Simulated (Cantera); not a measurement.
A perfectly stirred reactor is fed with 0.543 % CH₂O, 2.52 % O₂, 96.9 % N₂, at 13.0 bar; it is held at 1075 K, and followed from long to short residence time.

Detailed kinetics in Cantera: GRI-Mech 3.0 (53 species, 325 reactions). The pressure lies above the range GRI-Mech 3.0 was tuned for (to about 10 atm).

Q: Predict: x(CH₂O) at τ = 14.0 s; x(O₂) at τ = 14.0 s; x(CH₂O) at τ = 0.140 s; x(O₂) at τ = 0.140 s.

A: 
```json
{
 "x(CH₂O) at τ = 14.0 s": "5.58e-6",
 "x(O₂) at τ = 14.0 s": "0.0199",
 "x(CH₂O) at τ = 0.140 s": "8.78e-5",
 "x(O₂) at τ = 0.140 s": "0.0211"
}
```
